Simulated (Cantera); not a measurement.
A closed system holds: 1 mol Ta, 0.17 mol H2O, 1.7 mol H2, at 10.0 mbar.

Equilibrium computed with Cantera from the NASA thermochemical tables; the gas is ideal and each condensed phase is pure. Candidate condensed phases: H2O, Ta, Ta2O5; 12 gas species. Mutual solubility and eutectic melting of coexisting phases are not modelled. Condensed phases not in the tables: N, O or C dissolved in the metal. The numbers say what is thermodynamically allowed, not how fast it happens.

log p: log10 of the partial pressure in bar; n: condensed amount in mol.

| T (°C) | log p H2 | log p H | log p H2O | log p TaO2 | log p TaO | log p OH | n Ta(s) | n Ta2O5(s) | n Ta2O5(l) |
|---|---|---|---|---|---|---|---|---|---|
| 1277 | -2.00 | -5.50 | -5.86 | -10.41 | -11.09 | -10.83 | 0.932 | 0.0339 | 0 |
| 1327 | -2.00 | ___ | ___ | ___ | ___ | ___ | 0.932 | 0.0339 | 0 |
| 1377 | -2.00 | -5.04 | -5.55 | -9.21 | -9.90 | -9.94 | 0.932 | 0.0339 | 0 |
| 1427 | -2.00 | -4.83 | -5.42 | -8.66 | -9.36 | -9.53 | 0.932 | 0.0339 | 0 |
| 1477 | -2.00 | -4.63 | -5.29 | -8.15 | -8.85 | -9.15 | 0.932 | 0.0338 | 0 |
| 1527 | -2.00 | -4.45 | -5.16 | -7.66 | -8.37 | -8.79 | 0.933 | 0.0337 | 0 |
| 1577 | -2.00 | -4.27 | -5.05 | -7.21 | -7.92 | -8.45 | 0.933 | 0.0337 | 0 |
| 1627 | -2.00 | ___ | ___ | ___ | ___ | ___ | 0.933 | 0.0336 | 0 |
| 1677 | -2.01 | -3.94 | -4.84 | -6.37 | -7.08 | -7.82 | 0.933 | 0.0334 | 0 |
| 1727 | -2.01 | -3.79 | -4.75 | -5.98 | -6.70 | -7.53 | 0.933 | 0.0332 | 0 |
| 1777 | -2.01 | -3.65 | -4.66 | -5.61 | -6.33 | -7.26 | 0.934 | 0.0330 | 0 |
| 1827 | -2.01 | -3.51 | -4.58 | -5.29 | -5.99 | -7.01 | 0.934 | 0 | 0.0326 |
| 1877 | -2.02 | -3.39 | -4.52 | -4.98 | -5.68 | -6.77 | 0.934 | 0 | 0.0320 |

Problem. What belongs in the gaps?

Solution. 
- 1627, log p H: -4.10
- 1627, log p H2O: -4.94
- 1627, log p TaO2: -6.78
- 1627, log p TaO: -7.49
- 1627, log p OH: -8.13
- 1327, log p H: -5.26
- 1327, log p H2O: -5.70
- 1327, log p TaO2: -9.79
- 1327, log p TaO: -10.48
- 1327, log p OH: -10.37
